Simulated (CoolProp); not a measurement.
Properties of the fluoroketone C6F12O (FK-5-1-12) along the isobar 3.65 MPa (Tc = 168.7 °C, pc = 1.869 MPa, ω = 0.471).

Model: reference Helmholtz-energy equation of state, McLinden 2015, in CoolProp.

```
T (°C)   phase  density (kg/m³)  cp (kJ/(kg K))  cv (kJ/(kg K))  Joule-Thomson coefficient (K/MPa)  isothermal compressibility (1/MPa)
------  ------  ---------------  --------------  --------------  ---------------------------------  ----------------------------------
48.15   liquid             1552           1.110          0.9000                            -0.2218                            0.003656
61.85   liquid             1510           1.121          0.9103                                ___                            0.004451
75.55   liquid             1466           1.135          0.9217                            -0.1358                            0.005492
89.25   liquid             1421           1.151          0.9343                           -0.07546                            0.006888
102.95  liquid             1372           1.170          0.9479                           0.002583                            0.008812
116.65  liquid             1320           1.191          0.9623                                ___                             0.01156
130.35  liquid             1263           1.218             ___                             0.2515                             0.01570
144.05  liquid             1200             ___             ___                             0.4644                             0.02233
```

### Question
Complete the blanks.

### Answer

- 61.85, Joule-Thomson coefficient (K/MPa): -0.1835
- 116.65, Joule-Thomson coefficient (K/MPa): 0.1067
- 130.35, cv (kJ/(kg K)): 0.9775
- 144.05, cp (kJ/(kg K)): 1.251
- 144.05, cv (kJ/(kg K)): 0.9934
